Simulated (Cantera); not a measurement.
Equilibrium for silicon etching in halogen gases: Si + HBr + H₂

Input: 1 mol Si, 16 mol HBr, 2.6 mol H₂, held at 2.00 mbar.

Equilibrium computed with Cantera from the NASA thermochemical tables; the gas is ideal and each condensed phase is pure. Candidate condensed phases: Br₂, Si; 19 gas species. The tables' values for SiBr₃, SiBr are old estimates; treat these amounts as uncertain. The numbers say what is thermodynamically allowed, not how fast it happens.

```tsv
T (K)	log p HBr	log p H₂	log p Br	log p SiBr₂	log p SiBr₄
1325	-2.85	-3.36	-4.63	-4.16	-4.50
1375	-2.85	-3.37	-4.40	-4.07	-4.79
1425	-2.85	-3.37	-4.20	-4.03	-5.12
1475	-2.86	-3.36	-4.02	-4.01	-5.47
1525	-2.88	-3.35	-3.87	-4.00	-5.83
1575	-2.90	-3.33	-3.73	-4.00	-6.18
1625	-2.93	-3.31	-3.61	-4.00	-6.54
1675	-2.97	-3.29	-3.51	-4.01	-6.90
```
log p: log10 of the partial pressure in bar; nothing condenses.

From 1325 K to 1675 K nothing is condensed. The main Si-bearing gas is SiBr₂ throughout.
